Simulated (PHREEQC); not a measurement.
Solution (25 °C): 0.0023 mol/kgw KHSO4, 0.00097 mol/kgw NaAlO2 and 0.0008 mol/kgw CaCl2. Closed to the air; pH follows from the charge balance.

All values are PHREEQC results (ion-association model, phreeqc.dat), not measurements.

```json
[
 {"quantity": "pH", "before": "5.74", "after": "5.67"},
 {"quantity": "ionic strength (mol/kgw)", "before": "0.00880", "after": "9.63e-5"},
 {"quantity": "Ca+2 (mol/kgw)", "before": "0.000684", "after": "7.97e-6"},
 {"quantity": "Al(OH)2+ (mol/kgw)", "before": "0.000553", "after": "6.56e-6"},
 {"quantity": "AlOH+2 (mol/kgw)", "before": "0.000172", "after": "1.84e-6"},
 {"quantity": "Al(OH)4- (mol/kgw)", "before": "4.55e-5", "after": "4.06e-7"},
 {"quantity": "SI of Al(OH)3(a) (Al(OH)3)", "before": "+1.75", "after": "-0.21"},
 {"quantity": "SI of Halite (NaCl)", "before": "-7.47", "after": "-11.39"}
]
```

**Question.** Name the change that produced these shifts.
A. 0.0012 mol/kgw NH4F added
B. diluted 100-fold with water
C. KHSO4 left out
D. KHSO4 from 0.0023 to 0.00345 mol/kgw
E. 0.00023 mol/kgw H2SO4 added

**Answer.** B, diluted 100-fold with water

This is a speciation only: nothing precipitates in the calculation. Some of these states are supersaturated (in Al(OH)3(a), Gibbsite (slow to form), for instance).
